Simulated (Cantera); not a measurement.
A closed system holds: 1 mol Al, 7.3 mol Cl2, equilibrated at 650 K.

Method: chemical equilibrium by Gibbs-energy minimisation in Cantera with the NASA 1993 tables (ideal gas, pure condensed phases). Candidate condensed phases: Al, AlCl3; 8 gas species. The numbers say what is thermodynamically allowed, not how fast it happens.

x: gas mole fraction; nothing condenses.

```json
[
 {"P (Pa)": "1", "x Cl2": "0.853", "x AlCl3": "0.147", "x Al2Cl6": "4.59e-5", "x Cl": "___"},
 {"P (Pa)": "5.20", "x Cl2": "0.853", "x AlCl3": "0.147", "x Al2Cl6": "0.000238", "x Cl": "___"},
 {"P (Pa)": "27", "x Cl2": "0.854", "x AlCl3": "0.145", "x Al2Cl6": "0.00120", "x Cl": "___"},
 {"P (Pa)": "140", "x Cl2": "0.858", "x AlCl3": "0.137", "x Al2Cl6": "0.00557", "x Cl": "___"},
 {"P (Pa)": "720", "x Cl2": "0.869", "x AlCl3": "0.112", "x Al2Cl6": "0.0191", "x Cl": "___"},
 {"P (Pa)": "3700", "x Cl2": "0.888", "x AlCl3": "0.0718", "x Al2Cl6": "0.0406", "x Cl": "___"},
 {"P (Pa)": "19000", "x Cl2": "0.903", "x AlCl3": "0.0381", "x Al2Cl6": "0.0588", "x Cl": "___"},
 {"P (Pa)": "100000", "x Cl2": "0.912", "x AlCl3": "0.0181", "x Al2Cl6": "0.0696", "x Cl": "___"}
]
```

Complete the blanks.


- 1, x Cl: 3.80e-5
- 5.20, x Cl: 1.66e-5
- 27, x Cl: 7.31e-6
- 140, x Cl: 3.22e-6
- 720, x Cl: 1.43e-6
- 3700, x Cl: 6.37e-7
- 19000, x Cl: 2.83e-7
- 100000, x Cl: 1.24e-7
